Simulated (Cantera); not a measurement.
A perfectly stirred reactor is fed with 3.75 % CH4, 18.7 % O2, 70.4 % N2, 7.12 % H2O, at 1.10 bar; it is adiabatic with a 425 K inlet, and is followed from long to short residence time, starting on the burning branch (τ in s: 0.33, 0.11, 0.038, 0.013, 0.0045, 0.0015, 0.00052, 0.00018, 6.1e-05).

Detailed kinetics in Cantera: GRI-Mech 3.0 (53 species, 325 reactions).

### Question
Predict: blow-out, bracketed by the residence times tried; x(CH4) at τ = 0.330 s; x(O2) at τ = 0.330 s; x(H2O) at τ = 0.330 s; x(N2O) at τ = 0.330 s; x(OH) at τ = 0.330 s; x(CH4) at τ = 4.50 ms; x(O2) at τ = 4.50 ms; x(H2O) at τ = 4.50 ms.

### Answer
| Property | Value |
|---|---|
| blow-out, bracketed by the residence times tried | burning at 38.0 ms, out at 13.0 ms |
| x(CH4) at τ = 0.330 s | 4.75e-5 |
| x(O2) at τ = 0.330 s | 0.113 |
| x(H2O) at τ = 0.330 s | 0.146 |
| x(N2O) at τ = 0.330 s | 6.24e-7 |
| x(OH) at τ = 0.330 s | 8.59e-5 |
| x(CH4) at τ = 4.50 ms | 0.0375 |
| x(O2) at τ = 4.50 ms | 0.187 |
| x(H2O) at τ = 4.50 ms | 0.0712 |
